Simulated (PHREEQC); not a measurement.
Make-up at 15 °C: 0.002 mol TMAH and 0.00015 mol (NH4)2SiF6 per kg of water. Closed to the air; pH follows from the charge balance.

The numbers come from PHREEQC with the ion-association model, wateq4f.dat.

No solid was allowed to form.

Task: What pH does the model give?

Result: pH 11.31.

Task: In which forms is Si present?

Result: H3SiO4- 95 %, H4SiO4 4.4 %, H2SiO4-2 0.8 % of the Si.

Complexes and solids missing from the database can't appear. (CH3)4N+ isn't in the database: it is added as a free cation with an ion size of 4 Å. SiF6-2 is the database's only silicon fluoride.
